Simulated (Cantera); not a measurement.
Cantera run:

```python
import numpy as np
import cantera as ct

gas_names = """
    H HI H2 I I2 Na NaH NaI Na2
""".split()
cond_names = """
    I2(cr) I2(L) Na(cr) Na(L) NaI(s) NaI(L)
""".split()


# ... load() reads the species with a 1 bar reference pressure and builds the phases ...
atoms = {
    'NaI': {'Na': 1, 'I': 1},
    'H2': {'H': 2},
}
top_T = {}  # K; cautious upper limits of use, not melting points


# ... equilibrate(T, P, feed) seeds the gas with the atoms and calls Mixture.equilibrate('TP', solver="vcs", rtol=1e-11, max_steps=5000) ...
results = []
feed = {'NaI': 1, 'H2': 2}  # mol
P = 133.322  # Pa
for T in [1073, 1148, 1223, 1298, 1373, 1448, 1523]:
    mix = equilibrate(T, P, feed)
    results.append((T, P, feed, dict(zip(mix.species_names, mix.species_moles))))

top = {s: max(r[3][s] / sum(r[3][g] for g in gas_names) for r in results) for s in gas_names}
cols = sorted((s for s in top if top[s] > 0.0001), key=lambda s: -top[s])[:7]
seen = [c for c in cond_names if any(r[3].get(c, 0) > 1e-12 for r in results)]
print("log10 of partial pressures in bar; condensed amounts in mol")
print(f"{'T/K':>10s}" + "".join(f"{s[:9]:>10s}" for s in cols + seen))
for T, P, feed, n in results:
    ng = sum(n[g] for g in gas_names)
    print(f"{T:10.4g}" + "".join(f"{np.log10(max(n[s] / ng * P / 1e5, 1e-99)):10.3f}" for s in cols)
          + "".join(f"{n.get(c, 0):10.4g}" for c in seen))
```

Result:

```
log10 of partial pressures in bar; condensed amounts in mol
       T/K        H2       NaI        Na         I        HI         H
      1073    -3.051    -3.353    -6.566    -6.957    -6.793    -9.379
      1148    -3.051    -3.353    -6.149    -6.401    -6.505    -8.671
      1223    -3.052    -3.354    -5.766    -5.930    -6.268    -8.048
      1298    -3.053    -3.357    -5.416    -5.525    -6.072    -7.496
      1373    -3.054    -3.363    -5.099    -5.172    -5.906    -7.005
      1448    -3.056    -3.373    -4.812    -4.864    -5.765    -6.564
      1523    -3.061    -3.390    -4.555    -4.592    -5.646    -6.167
```

Equilibrium computed with Cantera from the NASA thermochemical tables; the gas is ideal and each condensed phase is pure. Gases not in the tables: NaBr and NaI dimers.
